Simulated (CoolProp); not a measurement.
Vapour-liquid equilibrium of n-octane (1) + ethylbenzene (2) at 399.9 K; x and y are mole fractions of (1).

The numbers come from the multi-fluid Helmholtz-energy mixture model, Beckmüller 2019 and Zhou 2012; pair parameters Bell 2016 in CoolProp.

```json
[
 {"x": "0.05", "bubble pressure (kPa)": "80.71", "y at the bubble point": "0.079", "dew pressure at overall composition x (kPa)": "79.77", "liquid density (mol/L)": "7.124"},
 {"x": "0.2", "bubble pressure (kPa)": "87.30", "y at the bubble point": "0.274", "dew pressure at overall composition x (kPa)": "84.80", "liquid density (mol/L)": "6.772"},
 {"x": "0.35", "bubble pressure (kPa)": "92.52", "y at the bubble point": "0.431", "dew pressure at overall composition x (kPa)": "89.87", "liquid density (mol/L)": "6.451"},
 {"x": "0.5", "bubble pressure (kPa)": "96.66", "y at the bubble point": "0.568", "dew pressure at overall composition x (kPa)": "94.68", "liquid density (mol/L)": "(withheld)"},
 {"x": "0.65", "bubble pressure (kPa)": "99.93", "y at the bubble point": "0.695", "dew pressure at overall composition x (kPa)": "98.85", "liquid density (mol/L)": "5.887"},
 {"x": "0.8", "bubble pressure (kPa)": "(withheld)", "y at the bubble point": "(withheld)", "dew pressure at overall composition x (kPa)": "102.0", "liquid density (mol/L)": "5.640"},
 {"x": "0.95", "bubble pressure (kPa)": "104.1", "y at the bubble point": "0.954", "dew pressure at overall composition x (kPa)": "104.1", "liquid density (mol/L)": "5.413"}
]
```

### Question
What belongs in the gaps?

### Answer

- 0.5, liquid density (mol/L): 6.157
- 0.8, bubble pressure (kPa): 102.4
- 0.8, y at the bubble point: 0.822

No azeotrope shows between x = 0.05 and 0.95.

The pair parameters rest on a limited set of measurements; away from them the model extrapolates.
